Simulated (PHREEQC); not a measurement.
PHREEQC input (ion-association model, wateq4f.dat):

```
SOLUTION_SPECIES
  2 NO3- + 12 H+ + 10 e- = N2 + 6 H2O  # shut off: nitrate stays nitrate
    -log_k -100
    -delta_h 0
    -analytic -100
SOLUTION 1
  temp 25
  units mol/kgw
  pH 7 charge
  N(5) 0.0566
  Cu(2) 0.025
  Cl 0.0072
  K 0.0072
SOLUTION 2
  temp 25
  units mol/kgw
  pH 7 charge
  S(6) 0.006
  Cd 0.006
  Cl 0.00038
  Ni 0.00019
END
SELECTED_OUTPUT 1
  -reset false
  -pH true
  -pe true
  -ionic_strength true
  -water true
  -totals Cd Cl Cu K N Ni S Cu(1) Cu(2) N(5)
    N(3) N(0) N(-3) S(-2) S(6)
  -molalities H+ Cd+2 Cl- Cu+2 K+ NO3- Ni+2 SO4-2 NH3 KSO4-
    HSO4- H2S HS- S-2 O2 NH4+ NH4SO4- OH- CuCl2- CuCl3-2
    Cu+ CuCl+ CuCl2 CuCl3- CuCl4-2 CuOH+ Cu(OH)2 Cu(OH)3- Cu(OH)4-2 Cu2(OH)2+2
    CuSO4 Cu(HS)3- CdCl+ CdCl2 CdCl3- CdOH+ Cd(OH)2 Cd(OH)3- Cd(OH)4-2 Cd2OH+3
    CdOHCl CdNO3+ CdSO4 CdHS+ Cd(HS)2 Cd(HS)3- Cd(HS)4-2 NO2- NiCl+ NiOH+
    Ni(OH)2 Ni(OH)3- NiSO4 Cd(SO4)2-2 NiCl2 Ni(SO4)2-2
  -equilibrium_phases Cu(OH)2 Brochantite Antlerite Atacamite Cu2(OH)3NO3 Cd(OH)2 CdOHCl Ni(OH)2 Ni4(OH)6SO4 Chalcanthite
    Morenosite
PRINT
  -reset false
MIX 1
  1 1
  2 0
EQUILIBRIUM_PHASES 1
  Cu(OH)2 0 0
  Brochantite 0 0
  Antlerite 0 0
  Atacamite 0 0
  Cu2(OH)3NO3 0 0
  Cd(OH)2 0 0
  CdOHCl 0 0
  Ni(OH)2 0 0
  Ni4(OH)6SO4 0 0
  Chalcanthite 0 0
  Morenosite 0 0
  O2(g) -0.68 10
END
# ... the last block is repeated for the other 10 points of share of solution B
```

Selected output (columns that matter, 10 of 11 rows; share of solution B added in front):

```
share of solution B	pH	mu	Cd	Cl	Cu	K	N	Ni	S	m_H+	m_Cd+2	m_Cl-	m_Cu+2	m_K+
0	2.2612	0.088413	0	0.0072	0.025	0.0072	0.0566	0	0	0.0066	0	0.0070064	0.024807	0.0072
0.1	2.3102	0.080729	0.0006	0.006518	0.0225	0.00648	0.05094	1.9e-05	0.0006	0.005869	0.00046202	0.0062492	0.02212	0.0064748
0.2	2.3649	0.073121	0.0012	0.005836	0.02	0.00576	0.04528	3.8e-05	0.0012	0.0051487	0.00093137	0.0055078	0.019449	0.0057502
0.3	2.4269	0.0656	0.0018	0.005154	0.0175	0.00504	0.03962	5.7e-05	0.0018	0.0044402	0.0014053	0.0047834	0.016799	0.0050263
0.4	2.4984	0.058177	0.0024	0.004472	0.015	0.00432	0.03396	7.6e-05	0.0024	0.003745	0.0018796	0.0040776	0.014179	0.0043033
0.6	2.6853	0.043695	0.0036	0.003108	0.01	0.00288	0.02264	0.000114	0.0036	0.0024023	0.0028025	0.0027276	0.009069	0.0028606
0.7	2.8169	0.036681	0.0042	0.002426	0.0075	0.00216	0.01698	0.000133	0.0042	0.00176	0.0032296	0.0020864	0.0066127	0.0021415
0.8	3.0008	0.02986	0.0048	0.001744	0.005	0.00144	0.01132	0.000152	0.0048	0.0011417	0.0036112	0.0014693	0.0042548	0.0014246
0.9	3.3112	0.023282	0.0054	0.001062	0.0025	0.00072	0.00566	0.000171	0.0054	0.00055261	0.0039207	0.00087674	0.0020323	0.00071035
1	6.3389	0.017025	0.006	0.00038	0	0	0	0.00019	0.006	5.1179e-07	0.0041194	0.00030783	0	0
```
